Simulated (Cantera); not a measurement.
# Silicon epitaxy and polysilicon growth: SiHCl₃ + HCl + N₂

Charge: 1 mol SiHCl₃, 0.084 mol HCl, 31 mol N₂, at 0.0140 bar.

Equilibrium computed with Cantera from the NASA thermochemical tables; the gas is ideal and each condensed phase is pure. Candidate condensed phases: NH₄Cl, Si, Si₃N₄; 28 gas species. N₂ is the only nitrogen source here; it is nearly inert below about 1500 K, so the nitride shown seldom forms there in practice. The tables' values for SiCl₃ are old estimates; treat these amounts as uncertain. Equilibrium is a limit: real reactors are often held back by kinetics, nucleation or transport.

From 998 K to 1498 K the condensed part is Si₃N₄(s). From 1548 K to 1648 K nothing is condensed. The main Si-bearing gas is SiCl₄ at 998 K and SiCl₂ at 1648 K.

```
T (K)   x N₂   x HCl   x SiCl₂   x SiCl₄  n Si₃N₄(s)
-----  -----  ------  --------  --------  ----------
998    0.952  0.0298   8.52e-7    0.0164       0.156
1048   0.952  0.0301   4.29e-6    0.0163       0.157
1098   0.952  0.0303   1.86e-5    0.0162       0.157
1148   0.952  0.0305   7.05e-5    0.0160       0.157
1198   0.951  0.0306  0.000237    0.0156       0.156
1248   0.951  0.0307  0.000712    0.0149       0.152
1298   0.950  0.0307   0.00192    0.0136       0.143
1348   0.949  0.0305   0.00457    0.0114       0.125
1398   0.946  0.0301   0.00940   0.00823      0.0955
1448   0.943  0.0293    0.0162   0.00470      0.0557
1498   0.941  0.0279    0.0230   0.00205      0.0165
1548   0.939  0.0276    0.0262   0.00102           0
1598   0.939  0.0285    0.0269  0.000678           0
1648   0.938  0.0292    0.0275  0.000442           0
```
x: gas mole fraction; n: condensed amount in mol.
